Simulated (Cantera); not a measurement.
Feed: 1 mol Si3N4, 0.13 mol CO2, 400 mol H2, equilibrated at 1825 K and 0.133 bar.

Equilibrium computed with Cantera from the NASA thermochemical tables; the gas is ideal and each condensed phase is pure. Candidate condensed phases: C, C6H6, C7H8, C8H18, H2O, Si, SiC, SiO2, Si2N2O, Si3N4; 151 gas species. Mutual solubility and eutectic melting of coexisting phases are not modelled. Gases not in the tables: Si2H6 and higher silanes. The numbers say what is thermodynamically allowed, not how fast it happens.

Base state: H2 0.993, N2 0.00496, H 0.00120, SiO 0.000576, CO 7.02e-5, SiH2 3.54e-5, Si 3.41e-5, SiH 1.32e-5 (mole fractions); condensed: Si(l) + SiC(s).

**Question.** What changes in the equilibrium state with this change: temperature from 1825 K to 1525 K?

**Answer.** 
```csv
species,before,after
H2,0.993,0.999
N2,0.00496,0.000577
H,0.00120,6.48e-5
SiO,0.000576,1.18e-5
Si,3.41e-5,1.42e-7
CO,7.02e-5,3.50e-7
SiH,1.32e-5,1.50e-7
"Si(l), mol",2.64,0
"SiC(s), mol",0.0949,0.129
"Si(s), mol",0,0.0843
"Si2N2O(s), mol",0,0.255
"Si3N4(s), mol",0,0.757
```
